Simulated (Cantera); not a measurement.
A closed system holds: 1 mol TEOS, 0.17 mol O2, 5.2 mol N2O, at 950 K.

Cantera equilibrium calculation (NASA polynomials, part measured and part estimated; ideal gas, pure solids and liquids). Candidate condensed phases: C, C6H6, C7H8, C8H18, H2O, Si, SiC, SiO2, Si2N2O, Si3N4; 151 gas species. The feed counts by its element totals alone. Kinetics and transport are ignored.

Q: At 45.0 Pa, list the 6 most abundant gas species with their mole fractions, and the condensed phases.

A: H2 0.440, CO 0.331, N2 0.229, CO2 8.27e-5, H2O 6.12e-5, CH4 1.46e-5. Condensed: C(graphite) + SiO2(β-quartz).
